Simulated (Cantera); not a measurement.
# Adiabatic ignition

An adiabatic, constant-volume homogeneous reactor starts with CH4 : H2 : O2 : N2 = 1 : 0.057 : 2.31 : 8.67 (molar parts), at 1300 K and 2500000 Pa.

Detailed kinetics in Cantera: GRI-Mech 3.0 (53 species, 325 reactions). The pressure lies above the range GRI-Mech 3.0 was tuned for (to about 10 atm). Above 3000 K some thermodynamic fits are extrapolated.

| t (s) | T (K) | P (bar) | x CH4 | x H2 | x O2 | x O | x CH2CO | x CO |
|---|---|---|---|---|---|---|---|---|
| 1.00e-6 | 1300 | 25.0 | 0.0831 | 0.00474 | 0.192 | 1.48e-10 | <1e-12 | <1e-12 |
| 2.70e-6 | 1300 | 25.0 | 0.0831 | 0.00474 | 0.192 | 3.24e-10 | <1e-12 | 1.89e-11 |
| 7.28e-6 | 1300 | 25.0 | 0.0831 | 0.00474 | 0.192 | 9.38e-10 | <1e-12 | 4.44e-10 |
| 1.96e-5 | 1300 | 25.0 | 0.0831 | 0.00473 | 0.192 | 4.08e-9 | <1e-12 | 1.56e-8 |
| 5.29e-5 | 1301 | 25.0 | 0.0830 | 0.00472 | 0.192 | 2.33e-8 | 1.99e-10 | 1.45e-6 |
| 0.000143 | 1308 | 25.1 | 0.0821 | 0.00465 | 0.191 | 6.13e-8 | 5.47e-8 | 9.33e-5 |
| 0.000385 | 3030 | 59.3 | <1e-12 | 0.00643 | 0.0238 | 0.00252 | <1e-12 | 0.0195 |
| 0.00104 | 3029 | 59.2 | <1e-12 | 0.00644 | 0.0236 | 0.00251 | <1e-12 | 0.0195 |
| 0.00280 | 3029 | 59.2 | <1e-12 | 0.00644 | 0.0236 | 0.00251 | <1e-12 | 0.0195 |
| 0.00756 | 3029 | 59.2 | <1e-12 | 0.00644 | 0.0236 | 0.00251 | <1e-12 | 0.0195 |
| 0.0204 | 3029 | 59.2 | <1e-12 | 0.00644 | 0.0236 | 0.00251 | <1e-12 | 0.0195 |
| 0.0550 | 3029 | 59.2 | <1e-12 | 0.00644 | 0.0236 | 0.00251 | <1e-12 | 0.0195 |
| 0.148 | 3029 | 59.2 | <1e-12 | 0.00644 | 0.0236 | 0.00251 | <1e-12 | 0.0195 |
| 0.400 | 3029 | 59.2 | <1e-12 | 0.00644 | 0.0236 | 0.00251 | <1e-12 | 0.0195 |
x: mole fraction; the columns are a selection and need not sum to one.

- time of steepest temperature rise = 0.295 ms
- temperature at 0.400 s = 3029 K
- equilibrium temperature = 3029 K
- x(CH4) at 0.400 s = <1e-12 (gas-phase equilibrium <1e-12)
- x(H2) at 0.400 s = 0.00644 (gas-phase equilibrium 0.00644)
- x(O2) at 0.400 s = 0.0236 (gas-phase equilibrium 0.0236)
